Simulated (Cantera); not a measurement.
## Equilibrium for silicon nitride deposition: SiH₄ + NH₃

A closed system holds: 1 mol SiH₄, 25 mol NH₃, equilibrated at 173 Torr.

Cantera equilibrium calculation (NASA polynomials, part measured and part estimated; ideal gas, pure solids and liquids). Candidate condensed phases: Si, Si₃N₄; 18 gas species. The tables' values for SiN are old estimates; treat these amounts as uncertain. Gases not in the tables: Si₂H₆ and higher silanes. The numbers say what is thermodynamically allowed, not how fast it happens.

From 1175 K to 1875 K the condensed part is Si₃N₄(s). From 1975 K to 2075 K the condensed part is Si(l).

| T (K) | x H₂ | x N₂ | x H | x Si | n Si₃N₄(s) | n Si(l) |
|---|---|---|---|---|---|---|
| 1175 | 0.769 | 0.231 | 2.24e-7 | <1e-12 | 0.333 | 0 |
| 1275 | 0.769 | 0.231 | 1.35e-6 | <1e-12 | 0.333 | 0 |
| 1375 | 0.769 | 0.231 | 6.27e-6 | 2.76e-12 | 0.333 | 0 |
| 1475 | 0.769 | 0.231 | 2.37e-5 | 1.66e-10 | 0.333 | 0 |
| 1575 | 0.769 | 0.231 | 7.60e-5 | 5.91e-9 | 0.333 | 0 |
| 1675 | 0.769 | 0.230 | 0.000212 | 1.36e-7 | 0.333 | 0 |
| 1775 | 0.769 | 0.230 | 0.000529 | 2.19e-6 | 0.333 | 0 |
| 1875 | 0.768 | 0.230 | 0.00120 | 2.60e-5 | 0.332 | 0 |
| 1975 | 0.757 | 0.240 | 0.00248 | 0.000141 | 0 | 0.985 |
| 2075 | 0.755 | 0.240 | 0.00483 | 0.000443 | 0 | 0.960 |
x: gas mole fraction; n: condensed amount in mol.
